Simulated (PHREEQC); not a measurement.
# Nickel, zinc or cadmium bath (model solution)

Consider water at 79 °C with 0.0038 mol ZnCl2 and 0.04 mol NaOH per kg of water. Closed to the air; pH follows from the charge balance.

Computed with PHREEQC (ion-association model, wateq4f.dat).

```json
{
 "pH": "11.04",
 "ionic_strength": "0.0401 mol/kgw",
 "total_alkalinity": "40.0 meq/kg"
}
```

```
species    molality  activity   log γ
---------  --------  --------  ------
Na+          0.0400    0.0328  -0.087
OH-          0.0313    0.0253  -0.092
Cl-         0.00760   0.00615  -0.092
Zn(OH)2     0.00259   0.00261   0.004
Zn(OH)3-    0.00110  0.000894  -0.088
ZnOH+       8.25e-5   6.73e-5  -0.088
Zn(OH)4-2   3.46e-5   1.54e-5  -0.353
ZnOHCl      3.87e-7   3.90e-7   0.004
Zn+2        3.73e-8   1.77e-8  -0.325
ZnCl+       2.70e-9   2.20e-9  -0.090
```

No solid was allowed to form. The solution is supersaturated, for example in Zincite(c) (slow to form), so a real one may precipitate; this is no full list. At this temperature some constants are extrapolated from 25 °C, and those without enthalpy data are left unchanged.
